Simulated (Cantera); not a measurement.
Mixture: H2 : O2 : N2 = 1 : 0.312 : 1.17 (molar parts), equivalence ratio 1.6, at 7500 Torr, adiabatic and at constant volume. Ignition delay is the time to a rise of 400 K.

Model: GRI-Mech 3.0 (53 species, 325 reactions), integrated in Cantera. The hydrogen kinetics of GRI-Mech 3.0 are dated; newer H2 mechanisms differ, most at raised pressure.

Predict: delay at 1023 K; delay at 1098 K; delay at 1173 K; delay at 1248 K; delay at 1323 K; delay at 1398 K; delay at 1473 K; apparent activation energy between 1323 and 1473 K.


- delay at 1023 K: 3.90 ms
- delay at 1098 K: 0.738 ms
- delay at 1173 K: 0.124 ms
- delay at 1248 K: 13.4 µs
- delay at 1323 K: 4.12 µs
- delay at 1398 K: 2.36 µs
- delay at 1473 K: 1.62 µs
- apparent activation energy between 1323 and 1473 K: 100 kJ/mol
